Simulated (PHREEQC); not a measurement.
0.44 g of hydrous ferric oxide (600 m²/g; 0.2 weak and 0.005 strong sites per Fe, Dzombak-Morel constants, diffuse double layer) in 1 kg of water with 0.01 mol/kgw of an inert sodium salt and 0.0033 mmol/kgw MnCl2, at 25 °C; the pH is set by adding NaOH or the inert anion's acid. The system is closed to oxygen. No CO2 enters from the air. Nothing may precipitate in this run.

Base run: PHREEQC, ion-association model, wateq4f.dat. Each further column changes one thing. The table gives surface charge σ (C/m²).

```tsv
pH	base	background salt from 0.01 to 0.001 mol/kgw	oxide from 0.44 to 2.2 g/kgw	0.0012 mol/kgw NiCl2 added
4	0.217	0.122	0.223	0.232
5.33	0.088	0.038	0.090	0.099
6	0.050	0.019	0.050	0.059
7.33	0.011	0.004	0.011	0.038
8.67	-0.007	-0.002	-0.007	0.035
10	-0.040	-0.016	-0.041	0.020
10.67	-0.075	-0.035	-0.076	0.006
12	-0.228	-0.200	-0.232	-0.041
```

 In at least one series the solution becomes supersaturated in solids that the run did not let form, among them Ni(OH)2.
